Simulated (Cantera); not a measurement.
What does this Cantera script print?

```python
import numpy as np
import cantera as ct

gas_names = """
    CL CL2 H HCL H2 Si SiCL SiCL2 SiCL3 SiCL4 SiH SiHCL3 SiH2 SiH2CL2 SiH3 SiH3CL SiH4 Si2 Si3
""".split()
cond_names = """
    Si(cr) Si(L)
""".split()


def load(file, names, dense=False):
    # The tables refer to 1 bar. Condensed volumes are neglected.
    table = {s.name: s for s in ct.Species.list_from_file(file)}
    out = []
    for n in names:
        d = dict(table[n].input_data)
        d["thermo"] = dict(d["thermo"], **{"reference-pressure": 1e5})
        if dense:
            d["equation-of-state"] = {"model": "constant-volume", "density": "1e6 g/cm^3"}
        out.append(ct.Species.from_dict(d))
    return out


gas = ct.Solution(thermo="ideal-gas", species=load("nasa_gas.yaml", gas_names))
cond = {s.name: ct.Solution(thermo="fixed-stoichiometry", species=[s], name=s.name)
        for s in load("nasa_condensed.yaml", cond_names, dense=True)}
atoms = {
    'Si': {'Si': 1},
    'Cl2': {'CL': 2},
    'H2': {'H': 2},
}
top_T = {}  # K; cautious upper limits of use, not melting points


def equilibrate(T, P, feed):
    n = {}
    for name, mol in feed.items():
        for a, k in atoms[name].items():
            n[a] = n.get(a, 0.0) + k * mol
    gas.TPX = T, P, n
    mass = sum(n.values()) * gas.mean_molecular_weight
    gas.equilibrate("TP")
    valid = [c for c in cond.values() if c.min_temp <= T <= top_T.get(c.name, c.max_temp)]
    mix = ct.Mixture([(gas, mass / gas.mean_molecular_weight)] + [(c, 0.0) for c in valid])
    mix.T, mix.P = T, P
    mix.equilibrate("TP", solver="vcs", rtol=1e-11, max_steps=5000)
    return mix


results = []
feed = {'Si': 1, 'Cl2': 1.9, 'H2': 9.8}  # mol
T = 773.15  # K
P = 13332.2  # Pa
mix = equilibrate(T, P, feed)
results.append((T, P, feed, dict(zip(mix.species_names, mix.species_moles))))
x = sorted(zip(gas.X, gas.species_names), reverse=True)
print(f"T = {T:g} K  P = {P:g} Pa  gas = {mix.phase_moles(0):.4g} mol")
print("   x: " + "  ".join(f"{s} {v:.3e}" for v, s in x if v > 0.001))
print("   condensed (mol): " + ("  ".join(f"{mix.phase(i).name} {mix.phase_moles(i):.4g}"
      for i in range(1, mix.n_phases) if mix.phase_moles(i) > 1e-12) or "none"))
```

Result:

```
T = 773.15 K  P = 13332.2 Pa  gas = 10.7 mol
   x: H2 9.044e-01  SiCL4 7.309e-02  SiHCL3 1.992e-02  HCL 2.093e-03
   condensed (mol): none
```

These are equilibrium values from Cantera (NASA tables, ideal gas, pure condensed phases), not measurements of a reactor. The tables' values for SiCl3 are old estimates; treat these amounts as uncertain.
